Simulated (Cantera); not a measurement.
Charge: 1 mol H₂S, 4 mol H₂O, 1.1 mol O₂, equilibrated at 3.75 Torr.

Equilibrium computed with Cantera from the NASA thermochemical tables; the gas is ideal and each condensed phase is pure. Candidate condensed phases: H₂O, H₂SO₄, S; 34 gas species. Ions and electrons are included (thermal ionisation). Rates play no part. All values below are at 4000 K.

Base state: H 0.580, O 0.360, S 0.0579, OH 0.000731, H₂ 0.000663, SO 0.000326, O₂ 0.000292, SH 2.94e-5 (mole fractions); condensed: gas only.

**Question.** What changes in the equilibrium state with this change: pressure from 3.75 Torr to 750 Torr?

**Answer.** 
```
species    before    after
-------  --------  -------
H           0.580    0.451
O           0.360    0.258
OH       0.000731   0.0815
H₂O       1.43e-6   0.0248
H₂       0.000663   0.0801
O₂       0.000292   0.0300
SO       0.000326   0.0300
S          0.0579   0.0371
HO₂       1.21e-9  1.93e-5
H₂S       3.28e-9  5.08e-5
```
